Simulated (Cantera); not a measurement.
An isothermal, constant-pressure homogeneous reactor starts with CO : O2 : H2O : N2 = 0.0061 : 0.0027 : 0.028 : 1 (molar parts), at 1400 K and 6.10 bar.

Computed with Cantera and GRI-Mech 3.0 (53 species, 325 reactions).

One state of this run: x CO = 0.000215; x O2 = 2.80e-8; x H2O = 0.0266; x NO = 3.45e-7; x H2O2 = <1e-12; x O = 1.02e-11; x HO2 = 2.49e-12. x: mole fraction; the columns are a selection and need not sum to one.

**Question.** Which value of t (s) does it belong to?
A) 0.820
B) 0.000183
C) 0.00203
D) 5.00e-6

**Answer.** A, 0.820
